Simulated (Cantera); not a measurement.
Silicon etching in halogen gases: Si + SF6 + HF

A closed system holds: 1 mol Si, 2.8 mol SF6, 1.3 mol HF, held at 1175 K.

Equilibrium computed with Cantera from the NASA thermochemical tables; the gas is ideal and each condensed phase is pure. Candidate condensed phases: S, Si; 39 gas species. The tables' values for SF3, SF5 are old estimates; treat these amounts as uncertain. Equilibrium is a limit: real reactors are often held back by kinetics, nucleation or transport.

From 0.00750 Torr to 750 Torr nothing is condensed. The main Si-bearing gas is SiF4 throughout.

| P (Pa) | log p SF4 | log p HF | log p F | log p SiF4 | log p SF6 |
|---|---|---|---|---|---|
| 1 | -5.40 | -5.70 | -5.66 | -5.82 | -6.70 |
| 10 | -4.41 | -4.62 | -5.26 | -4.73 | -4.91 |
| 100 | -3.41 | -3.60 | -5.21 | -3.71 | -3.81 |
| 1000 | -2.41 | -2.59 | -5.20 | -2.71 | -2.80 |
| 10000 | -1.41 | -1.59 | -5.20 | -1.71 | -1.80 |
| 100000 | -0.41 | -0.59 | -5.20 | -0.71 | -0.80 |
log p: log10 of the partial pressure in bar; nothing condenses.
